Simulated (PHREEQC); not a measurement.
1.1 g of hydrous ferric oxide (600 m²/g; 0.2 weak and 0.005 strong sites per Fe, Dzombak-Morel constants, diffuse double layer) in 1 kg of water with 0.3 mol/kgw of an inert sodium salt and 0.0061 mol/kgw Ag2SO4, 5.9e-06 mol/kgw CuCl2 and 8.9e-05 mol/kgw ZnCl2, at 25 °C; the pH is set by adding NaOH or the inert anion's acid. Oxygen is held at 0.21 atm. The system is closed to CO2. No solid was allowed to form.

Base run: PHREEQC, ion-association model, wateq4f.dat. Each further column changes one thing. The table gives Ag sorbed (%).

```csv
pH,base,no electrostatic term (-no_edl),background salt from 0.3 to 0.03 mol/kgw,oxide from 1.1 to 5.5 g/kgw,0.005 mol/kgw MgCl2 added
4,0.0,0.0,0.0,0.0,0.0
4.67,0.1,0.0,0.1,0.6,0.0
5.33,0.4,0.1,0.3,2.0,0.3
6.67,2.2,1.1,2.1,10.8,1.1
7.33,7.7,6.5,7.9,32.5,…
8,14.9,…,…,59.5,7.7
8.67,18.2,18.3,18.3,…,9.8
9.33,19.2,19.2,19.2,87.0,10.5
10.67,20.2,20.1,20.3,91.7,11.0
11.33,20.2,20.0,20.3,91.9,11.1
12,19.8,19.1,20.0,…,10.0
```

Q: Fill in the missing entries.

A: 
- 7.33, 0.005 mol/kgw MgCl2 added: 3.8
- 8, no electrostatic term (-no_edl): 14.8
- 8, background salt from 0.3 to 0.03 mol/kgw: 15.1
- 8.67, oxide from 1.1 to 5.5 g/kgw: 78.1
- 12, oxide from 1.1 to 5.5 g/kgw: 89.3

In at least one series the solution becomes supersaturated in solids that the run did not let form, among them Zn(OH)2-e, Cerargyrite, Ag2O. The database's constant for dissolved Cu(OH)2 is higher than later reviews accept.
